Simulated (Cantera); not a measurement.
A Cantera script and its output.

```python
import numpy as np
import cantera as ct

gas = ct.Solution("gri30.yaml")


def delay(T, t_max=10):
    gas.TPX = T, 1000000, {'H2': 1, 'O2': 0.926, 'N2': 3.48}
    reactor = ct.IdealGasConstPressureReactor(gas, clone=False)
    net = ct.ReactorNet([reactor])
    net.rtol, net.atol = 1e-8, 1e-16
    while net.time < t_max:
        t_old, T_old = net.time, reactor.T
        net.step()
        if reactor.T > T + 400:  # ignition: a rise of 400 K
            return t_old + (T + 400 - T_old) / (reactor.T - T_old) * (net.time - t_old)
    return np.nan


taus = []
for T in [1298, 1348, 1398, 1448, 1498, 1548]:
    taus.append(delay(T))
    print(f"T0 = {T:6g} K   tau = {taus[-1]:.4e} s")
```

Output:

```
T0 =   1298 K   tau = 5.3672e-06 s
T0 =   1348 K   tau = 3.4585e-06 s
T0 =   1398 K   tau = 2.5299e-06 s
T0 =   1448 K   tau = 1.9807e-06 s
T0 =   1498 K   tau = 1.6201e-06 s
T0 =   1548 K   tau = 1.3675e-06 s
```

Detailed kinetics in Cantera: GRI-Mech 3.0 (53 species, 325 reactions). The hydrogen kinetics of GRI-Mech 3.0 are dated; newer H2 mechanisms differ, most at raised pressure. Where the delays flatten at high temperature, the 400 K rule measures the pace of heat release, not the induction time.
